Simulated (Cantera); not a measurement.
**Stirred combustor or abatement burner**

A perfectly stirred reactor is fed with CH4 : CO : O2 : N2 = 1 : 0.039 : 1.44 : 14.4 (molar parts), equivalence ratio 1.4, at 36000 Pa; it is adiabatic with a 700 K inlet, and is followed from long to short residence time, starting on the burning branch (τ in s: 0.039, 0.018, 0.0081, 0.0037, 0.0017, 0.00077, 0.00035, 0.00016, 7.3e-05, 3.4e-05, 1.5e-05, 7e-06, 3.2e-06).

Computed with Cantera and GRI-Mech 3.0 (53 species, 325 reactions).

| τ (s) | T (K) | x CH4 | x CO | x O2 | x H | x C2H | x OH |
|---|---|---|---|---|---|---|---|
| 0.039 | 1496 | 0.00288 | 0.0324 | 0.00438 | 0.000197 | 1.44e-8 | 2.45e-5 |
| 0.018 | 700 | 0.0592 | 0.00231 | 0.0853 | <1e-12 | <1e-12 | <1e-12 |
| 0.0081 | 700 | 0.0592 | 0.00231 | 0.0853 | <1e-12 | <1e-12 | <1e-12 |
| 0.0037 | 700 | 0.0592 | 0.00231 | 0.0853 | <1e-12 | <1e-12 | <1e-12 |
| 0.0017 | 700 | 0.0592 | 0.00231 | 0.0853 | <1e-12 | <1e-12 | <1e-12 |
| 0.00077 | 700 | 0.0592 | 0.00231 | 0.0853 | <1e-12 | <1e-12 | <1e-12 |
| 0.00035 | 700 | 0.0592 | 0.00231 | 0.0853 | <1e-12 | <1e-12 | <1e-12 |
| 0.00016 | 700 | 0.0592 | 0.00231 | 0.0853 | <1e-12 | <1e-12 | <1e-12 |
| 7.3e-5 | 700 | 0.0592 | 0.00231 | 0.0853 | <1e-12 | <1e-12 | <1e-12 |
| 3.4e-5 | 700 | 0.0592 | 0.00231 | 0.0853 | <1e-12 | <1e-12 | <1e-12 |
| 1.5e-5 | 700 | 0.0592 | 0.00231 | 0.0853 | <1e-12 | <1e-12 | <1e-12 |
| 7.0e-6 | 700 | 0.0592 | 0.00231 | 0.0853 | <1e-12 | <1e-12 | <1e-12 |
| 3.2e-6 | 700 | 0.0592 | 0.00231 | 0.0853 | <1e-12 | <1e-12 | <1e-12 |
x: mole fraction; the columns are a selection and need not sum to one.
